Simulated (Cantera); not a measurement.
Charge: 1 mol Cr2O3, 12 mol H2, 2.2 mol N2, at 1873.15 K and 75.0 Torr.

Cantera equilibrium calculation (NASA polynomials, part measured and part estimated; ideal gas, pure solids and liquids). Mutual solubility and eutectic melting of coexisting phases are not modelled. Rates play no part.

```json
[
 {"species": "H2", "before": "0.834", "after": "0.844"},
 {"species": "N2", "before": "0.154", "after": "0.155"},
 {"species": "H2O", "before": "0.00747", "after": "0.00144"},
 {"species": "Cr", "before": "0.00248", "after": "1.52e-5"},
 {"species": "CrO", "before": "1.29e-5", "after": "8.99e-9"},
 {"species": "H", "before": "0.00187", "after": "9.15e-5"},
 {"species": "Cr(s), mol", "before": "0.0355", "after": "0.0134"},
 {"species": "Cr2O3(s), mol", "before": "0.964", "after": "0.993"}
]
```
Gas species are given as mole fractions.

Q: Name the change that produced these shifts.
(A) pressure from 75.0 Torr to 750 Torr
(B) temperature from 1873.15 K to 1550 K
(C) temperature from 1873.15 K to 2025 K
(D) temperature from 1873.15 K to 1325 K

A: B, temperature from 1873.15 K to 1550 K
